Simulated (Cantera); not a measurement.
Charge: 1 mol CsCl, 4 mol N2, held at 41.0 mbar.

Method: chemical equilibrium by Gibbs-energy minimisation in Cantera with the NASA 1993 tables (ideal gas, pure condensed phases). Candidate condensed phases: Cs, CsCl; 8 gas species. Kinetics and transport are ignored. All values below are at 1398 K.

Base state: N2 0.802, CsCl 0.195, Cs2Cl2 0.00293 (mole fractions); condensed: gas only.

What changes in the equilibrium state with this change: CsCl replaced by CaF2?


```tsv
species	before	after
N2	0.802	1.000
CsCl	0.195	0
Cs2Cl2	0.00293	0
CaF2(s), mol	0	1.000
```
Further candidate phases: Ca, CaF2.
